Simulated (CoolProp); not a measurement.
Saturated liquid density (kg/m³) of cyclopropane: the reference equation beside estimates from Tc = 398.7 K, pc = 5605 kPa, ω = 0.131. Rackett uses Z = 0.29056 − 0.08775 ω.

Model: reference Helmholtz-energy equation of state, Polt 1992, in CoolProp. This equation is an older, rougher fit; its heat capacities, sound speeds and derivatives of the liquid may be far off and weren't checked against measurements.

```csv
T (K),reference,Rackett,Redlich-Kwong,Peng-Robinson
299,617.7,601.8,555.6,642.0
301.5,613.8,598.1,551.2,637.2
304.1,609.7,594.1,546.5,632.1
306.6,605.7,590.3,541.9,627.1
309.2,601.4,586.3,537.1,621.8
311.7,597.3,582.4,532.4,616.6
314.3,592.9,578.2,527.4,611.0
316.8,588.7,574.2,522.5,605.6
319.4,584.2,569.9,517.3,599.8
321.9,579.8,565.8,512.3,594.1
324.5,575.2,561.4,506.9,588.1
327,570.7,557.1,501.6,582.2
```

Absolute difference from the reference over all 12 rows, mean and median: Rackett 2.5 and 2.5 %, Redlich-Kwong 11.0 and 11.0 %, Peng-Robinson 3.1 and 3.1 %.
